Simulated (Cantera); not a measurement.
## Thermodynamics of aluminium and copper etching, feed Al + HCl

Input: 1 mol Al, 2.8 mol HCl.

These are equilibrium values from Cantera (NASA tables, ideal gas, pure condensed phases), not measurements of a reactor. Candidate condensed phases: Al, AlCl₃; 12 gas species. The tables' values for AlCl₂ are old estimates. The numbers say what is thermodynamically allowed, not how fast it happens.

Stable condensed phases:

```
T in °C \ P in Pa
              1    3.6     13     46    170    600   2200   7700  28000 100000
    950       A      A      A      A      A      A      A      A      A      A
    900       A      A      A      A      A      A      A      A      A      A
    850       A      A      A      A      A      A      A      A      A      B
    800       A      A      A      A      A      A      A      A      B      B
    750       A      A      A      A      A      A      A      B      B      B
    700       A      A      A      A      A      A      B      B      B      B
    650       A      A      A      A      A      B      B      B      B      B
    600       A      A      A      A      B      B      B      B      B      B
    550       A      A      A      B      B      B      B      B      B      B
    500       A      B      B      B      B      B      B      B      B      B
    450       B      B      B      B      B      B      B      B      B      B
    400       B      B      B      B      B      B      B      B      B      B
    350       B      B      B      B      B      B      B      B      B      B
```

A: gas only; B: Al.
